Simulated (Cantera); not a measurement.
Feed: 1 mol CO, 0.025 mol O₂, 8.5 mol N₂, equilibrated at 1000 Pa.

Equilibrium computed with Cantera from the NASA thermochemical tables; the gas is ideal and each condensed phase is pure. Candidate condensed phases: C; 24 gas species. The numbers say what is thermodynamically allowed, not how fast it happens.

### Question
At 2575 K, list the 6 most abundant gas species with their mole fractions, and the condensed phases.

### Answer
N₂ 0.892, CO 0.103, O 0.00227, CO₂ 0.00208, NO 0.000664, O₂ 0.000120. Condensed: gas only.
